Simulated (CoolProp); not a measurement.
A closed Brayton cycle with carbon dioxide: compressor inlet 325.15 K and 9.2 MPa, high pressure 21.2 MPa, turbine inlet 740 K, compressor efficiency 0.85, turbine efficiency 0.9, recuperator effectiveness 0.9 (on enthalpy, no pinch check). Each further row changes one setting.

Model: reference Helmholtz-energy equation of state, Span 1996, in CoolProp.

```
case                           thermal efficiency (%)  net work (kJ/kg)  compressor to turbine work  compressor exit (K)  turbine exit (K)
-----------------------------  ----------------------  ----------------  --------------------------  -------------------  ----------------
as stated                                        29.2              60.3                        0.38                388.6             645.5
turbine inlet 690 K                              27.1              52.4                           …                388.6             599.0
compressor inlet 335.15 K                        28.0                 …                        0.45                406.3             645.5
high pressure 18 MPa                             27.7              50.9                        0.36                    …             663.7
recuperator effectiveness 0.5                    18.4              60.3                        0.38                388.6             645.5
```

Task: Complete the blanks.

Result: 
- turbine inlet 690 K, compressor to turbine work: 0.42
- compressor inlet 335.15 K, net work (kJ/kg): 53.8
- high pressure 18 MPa, compressor exit (K): 375.9
